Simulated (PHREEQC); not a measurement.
Brine: speciation

Make-up at 25 °C: 0.89 mol/kgw K2CO3. Closed to the air; pH follows from the charge balance.

Computed with PHREEQC (Pitzer model, pitzer.dat).

This is a speciation only: nothing precipitates in the calculation.

**Question.** What pH, ionic strength, activity of water does the model give?

**Answer.** pH 11.84; ionic strength 2.66 mol/kgw; activity of water 0.962.

In brines, pH and single-ion activities rest on the MacInnes convention.
